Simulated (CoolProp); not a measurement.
Properties of R236EA at several states (Tc = 139.3 °C, pc = 34.14 bar, ω = 0.368).

Computed with CoolProp (reference Helmholtz-energy equation of state, Rui 2013).

```
T (°C)  p (bar)   phase  density (kg/m³)  cp (kJ/(kg K))  Prandtl number
------  -------  ------  ---------------  --------------  --------------
91.25        60  liquid             1227           1.373            4.17
135.75     1.92     gas            8.764           1.017           0.673
110.25    0.178     gas           0.8510          0.9745           0.662
```

Viscosity comes from a separate model (Huber 2003), an estimate that may be off by 10 % or more. Thermal conductivity comes from a separate model (Huber 2003), an estimate that may be off by 10 % or more.
